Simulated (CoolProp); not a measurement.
Vapour-liquid equilibrium of ethane (1) + propylene (2) at 61.5 kPa; x and y are mole fractions of (1).

Computed with CoolProp (multi-fluid Helmholtz-energy mixture model, Bücker 2006 and Lemmon 2013; pair parameters Bell 2016).

```tsv
x	bubble temperature, mixture model (K)	bubble temperature, Raoult's law (K)	y, mixture model	y, Raoult's law
0.05	209.5	210.0	0.284	0.272
0.2	198.0	198.9	0.683	0.673
0.35	190.9	191.7	0.833	0.833
0.5	186.0	186.4	0.906	0.910
0.65	182.2	182.4	0.948	0.953
0.8	179.2	179.2	0.976	0.979
0.95	176.6	176.6	0.995	0.996
```

The largest gap from Raoult's law is -0.9 K in bubble temperature, at x = 0.2. No azeotrope shows between x = 0.05 and 0.95.

Pair parameters are fitted to limited data, so mixtures are less certain than the pure fluids.
